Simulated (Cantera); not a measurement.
An isothermal, constant-pressure homogeneous reactor starts with H2 : O2 = 0.26 : 1 (molar parts), equivalence ratio 0.13, at 900 K and 0.0133 bar.

Cantera simulation using GRI-Mech 3.0 (53 species, 325 reactions); the numbers are that mechanism's predictions, not measurements. Radical loss at walls, strong at low pressure, is not modelled. Below about 950 K walls govern HO2 and H2O2 in real vessels. The temperature is held fixed by assumption; the heat of reaction is taken as removed at once.

One state of this run: x H2 = 7.73e-5; x O2 = 0.770; x H2O = 0.230; x H2O2 = 1.65e-7; x O = 2.42e-5; x H = 1.17e-6; x HO2 = 1.80e-6. x: mole fraction; the columns are a selection and need not sum to one.

Problem. Which value of t (s) does it belong to?
A) 0.186
B) 0.000862
C) 2.40e-5
D) 6.67

Solution. A, 0.186
